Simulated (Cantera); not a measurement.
Source: NASA polynomial tables (part measured, part estimated), evaluated in Cantera. Values are per mole of reaction as written; species without (g) are pure solids or liquids, kept so even where they would boil at 1 bar. TiC: taken at fixed stoichiometry.

C2H6(g) + 2 Ti → 2 TiC + 3 H2(g)

```json
[
 {"T (K)": "1600", "ΔH° (kJ)": "-270.5", "ΔS° (J/K)": "187.3", "ΔG° (kJ)": "-570.1", "log10 K": "18.61", "condensed phases": "Ti(β), TiC(s)"},
 {"T (K)": "1700", "ΔH° (kJ)": "-271.5", "ΔS° (J/K)": "186.7", "ΔG° (kJ)": "-588.8", "log10 K": "18.09", "condensed phases": "Ti(β), TiC(s)"},
 {"T (K)": "1800", "ΔH° (kJ)": "-272.8", "ΔS° (J/K)": "185.9", "ΔG° (kJ)": "-607.5", "log10 K": "17.63", "condensed phases": "Ti(β), TiC(s)"},
 {"T (K)": "1900", "ΔH° (kJ)": "[?]", "ΔS° (J/K)": "[?]", "ΔG° (kJ)": "[?]", "log10 K": "[?]", "condensed phases": "Ti(β), TiC(s)"},
 {"T (K)": "2000", "ΔH° (kJ)": "-306.1", "ΔS° (J/K)": "168.7", "ΔG° (kJ)": "-643.6", "log10 K": "16.81", "condensed phases": "Ti(l), TiC(s)"},
 {"T (K)": "2100", "ΔH° (kJ)": "[?]", "ΔS° (J/K)": "[?]", "ΔG° (kJ)": "[?]", "log10 K": "[?]", "condensed phases": "Ti(l), TiC(s)"},
 {"T (K)": "2200", "ΔH° (kJ)": "-312.1", "ΔS° (J/K)": "165.9", "ΔG° (kJ)": "-677.1", "log10 K": "16.08", "condensed phases": "Ti(l), TiC(s)"},
 {"T (K)": "2300", "ΔH° (kJ)": "-314.9", "ΔS° (J/K)": "164.7", "ΔG° (kJ)": "-693.6", "log10 K": "15.75", "condensed phases": "Ti(l), TiC(s)"},
 {"T (K)": "2400", "ΔH° (kJ)": "-317.5", "ΔS° (J/K)": "163.6", "ΔG° (kJ)": "-710.0", "log10 K": "15.45", "condensed phases": "Ti(l), TiC(s)"},
 {"T (K)": "2500", "ΔH° (kJ)": "[?]", "ΔS° (J/K)": "[?]", "ΔG° (kJ)": "[?]", "log10 K": "[?]", "condensed phases": "Ti(l), TiC(s)"},
 {"T (K)": "2600", "ΔH° (kJ)": "[?]", "ΔS° (J/K)": "[?]", "ΔG° (kJ)": "[?]", "log10 K": "[?]", "condensed phases": "Ti(l), TiC(s)"}
]
```

Problem. Fill in the missing entries.

Solution. 
- 1900, ΔH° (kJ): -274.4
- 1900, ΔS° (J/K): 185.1
- 1900, ΔG° (kJ): -626.0
- 1900, log10 K: 17.21
- 2100, ΔH° (kJ): -309.2
- 2100, ΔS° (J/K): 167.3
- 2100, ΔG° (kJ): -660.4
- 2100, log10 K: 16.43
- 2500, ΔH° (kJ): -319.9
- 2500, ΔS° (J/K): 162.6
- 2500, ΔG° (kJ): -726.3
- 2500, log10 K: 15.18
- 2600, ΔH° (kJ): -322.1
- 2600, ΔS° (J/K): 161.7
- 2600, ΔG° (kJ): -742.5
- 2600, log10 K: 14.92
